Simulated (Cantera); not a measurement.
Input: 1 mol Fe(CO)5, 0.56 mol O2, a varied amount of N2, at 777 °C and 0.825 Torr.

Equilibrium computed with Cantera from the NASA thermochemical tables; the gas is ideal and each condensed phase is pure. Candidate condensed phases: C, Fe, Fe(CO)5, FeO, Fe2O3, Fe3O4; 27 gas species. Mutual solubility and eutectic melting of coexisting phases are not modelled. The tables' stoichiometric FeO is somewhat more stable than real wüstite, so its field is too wide. FeO: taken at fixed stoichiometry. Rates play no part.

x: gas mole fraction; n: condensed amount in mol.

```json
[
 {"n(N2) (mol)": "0.23", "x N2": "0.0440", "x CO": "0.773", "x CO2": "0.183", "n Fe(α)": "0.838", "n FeO(s)": "0.162"},
 {"n(N2) (mol)": "0.39", "x N2": "0.0724", "x CO": "0.750", "x CO2": "0.178", "n Fe(α)": "0.838", "n FeO(s)": "0.162"},
 {"n(N2) (mol)": "0.65", "x N2": "0.115", "x CO": "0.715", "x CO2": "0.170", "n Fe(α)": "0.838", "n FeO(s)": "0.162"},
 {"n(N2) (mol)": "1.1", "x N2": "0.180", "x CO": "0.663", "x CO2": "0.157", "n Fe(α)": "0.838", "n FeO(s)": "0.162"},
 {"n(N2) (mol)": "1.8", "x N2": "(withheld)", "x CO": "(withheld)", "x CO2": "(withheld)", "n Fe(α)": "0.838", "n FeO(s)": "0.162"},
 {"n(N2) (mol)": "3", "x N2": "0.375", "x CO": "0.505", "x CO2": "0.120", "n Fe(α)": "0.838", "n FeO(s)": "0.162"},
 {"n(N2) (mol)": "5.1", "x N2": "0.505", "x CO": "0.400", "x CO2": "0.0949", "n Fe(α)": "0.838", "n FeO(s)": "0.162"},
 {"n(N2) (mol)": "8.5", "x N2": "0.630", "x CO": "0.299", "x CO2": "0.0710", "n Fe(α)": "0.838", "n FeO(s)": "0.162"},
 {"n(N2) (mol)": "14", "x N2": "(withheld)", "x CO": "(withheld)", "x CO2": "(withheld)", "n Fe(α)": "0.838", "n FeO(s)": "0.162"},
 {"n(N2) (mol)": "24", "x N2": "0.828", "x CO": "0.139", "x CO2": "0.0330", "n Fe(α)": "0.838", "n FeO(s)": "0.162"},
 {"n(N2) (mol)": "40", "x N2": "0.889", "x CO": "0.0898", "x CO2": "0.0213", "n Fe(α)": "0.838", "n FeO(s)": "0.162"}
]
```

Task: What belongs in the gaps?

Result: 
- 14, x N2: 0.737
- 14, x CO: 0.213
- 14, x CO2: 0.0504
- 1.8, x N2: 0.265
- 1.8, x CO: 0.594
- 1.8, x CO2: 0.141
